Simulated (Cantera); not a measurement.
Ti + CH4 (titanium nitride, carbide and oxide coatings)

A closed system holds: 1 mol Ti, a varied amount of CH4, equilibrated at 1925 K and 1330 Pa.

Cantera equilibrium calculation (NASA polynomials, part measured and part estimated; ideal gas, pure solids and liquids). Candidate condensed phases: C, C6H6, C7H8, C8H18, Ti, TiC; 77 gas species. Mutual solubility and eutectic melting of coexisting phases are not modelled. TiC: taken at fixed stoichiometry. Condensed phases not in the tables: N, O or C dissolved in the metal. Equilibrium is a limit: real reactors are often held back by kinetics, nucleation or transport.

| n(CH4) (mol) | x H2 | x H | x C2H2 (acetylene) | x Ti | x CH4 | x CH3 | n Ti(β) | n TiC(s) | n C(graphite) |
|---|---|---|---|---|---|---|---|---|---|
| 0.22 | 0.991 | 0.00824 | 1.04e-12 | 0.000264 | 3.28e-10 | 5.45e-11 | 0.780 | 0.220 | 0 |
| 0.62 | 0.991 | 0.00824 | 1.04e-12 | 0.000264 | 3.28e-10 | 5.45e-11 | 0.380 | 0.620 | 0 |
| 1 | 0.992 | 0.00825 | 2.09e-7 | 5.90e-7 | 1.47e-7 | 2.44e-8 | 0 | 1.000 | 0 |
| 1.4 | 0.991 | 0.00824 | 0.000454 | 1.26e-8 | 6.84e-6 | 1.14e-6 | 0 | 1.00 | 0.397 |
| 1.8 | 0.991 | 0.00824 | 0.000454 | 1.26e-8 | 6.84e-6 | 1.14e-6 | 0 | 1.00 | 0.797 |
| 2.2 | 0.991 | 0.00824 | 0.000454 | 1.26e-8 | 6.84e-6 | 1.14e-6 | 0 | 1.00 | 1.20 |
| 2.6 | 0.991 | 0.00824 | 0.000454 | 1.26e-8 | 6.84e-6 | 1.14e-6 | 0 | 1.00 | 1.60 |
| 3 | 0.991 | 0.00824 | 0.000454 | 1.26e-8 | 6.84e-6 | 1.14e-6 | 0 | 1.00 | 1.99 |
| 3.4 | 0.991 | 0.00824 | 0.000454 | 1.26e-8 | 6.84e-6 | 1.14e-6 | 0 | 1.00 | 2.39 |
| 3.7 | 0.991 | 0.00824 | 0.000454 | 1.26e-8 | 6.84e-6 | 1.14e-6 | 0 | 1.00 | 2.69 |
| 4.1 | 0.991 | 0.00824 | 0.000454 | 1.26e-8 | 6.84e-6 | 1.14e-6 | 0 | 1.00 | 3.09 |
| 4.5 | 0.991 | 0.00824 | 0.000454 | 1.26e-8 | 6.84e-6 | 1.14e-6 | 0 | 1.00 | 3.49 |
x: gas mole fraction; n: condensed amount in mol.

From 0.22 mol CH4 to 0.62 mol CH4 the condensed part is Ti(β) + TiC(s). At 1 mol CH4 the condensed part is TiC(s). From 1.4 mol CH4 to 4.5 mol CH4 the condensed part is C(graphite) + TiC(s). The main Ti-bearing gas is Ti throughout.
